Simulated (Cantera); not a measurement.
Feed: 1 mol Fe, 1.1 mol H2S, 1.5 mol N2, held at 130000 Pa.

These are equilibrium values from Cantera (NASA tables, ideal gas, pure condensed phases), not measurements of a reactor. Candidate condensed phases: Fe, FeS, FeS2, S; 16 gas species. FeS: taken at fixed stoichiometry. Gases not in the tables: S3 to S7. Kinetics and transport are ignored.

Q: Which condensed phases are stable at each of these points (T (°C)): 427, 527, 627, 727, 827, 927, 1027, 1127, 1227, 1327, 1427, 1527, 1627, 1727?

A: 
```tsv
T (°C)	condensed phases	Fe condensed (%)
427	FeS(s)	100.0
527	FeS(s)	100.0
627	FeS(s)	100.0
727	FeS(s)	100.0
827	FeS(s)	100.0
927	FeS(s)	100.0
1027	FeS(s)	100.0
1127	FeS(s)	100.0
1227	FeS(l)	100.0
1327	FeS(l)	100.0
1427	FeS(l)	100.0
1527	FeS(l)	100.0
1627	FeS(l)	100.0
1727	FeS(l)	100.0
```

From 427 °C to 1127 °C the condensed part is FeS(s). From 1227 °C to 1727 °C the condensed part is FeS(l).
